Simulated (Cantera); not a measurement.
Charge: 1 mol Si3N4, 4.3 mol CO2, 610 mol N2, at 101000 Pa.

Cantera equilibrium calculation (NASA polynomials, part measured and part estimated; ideal gas, pure solids and liquids). Candidate condensed phases: C, Si, SiC, SiO2, Si2N2O, Si3N4; 34 gas species. Mutual solubility and eutectic melting of coexisting phases are not modelled. The tables hold silica as quartz up to 1696 K and as liquid above; real silica turns to tridymite and cristobalite and melts near 1996 K. Kinetics and transport are ignored.

Q: At 1400 °C, list the 3 most abundant gas species with their mole fractions, and the condensed phases.

A: N2 0.993, CO 0.00698, SiO 0.000138. Condensed: SiO2(β-quartz) + Si2N2O(s).
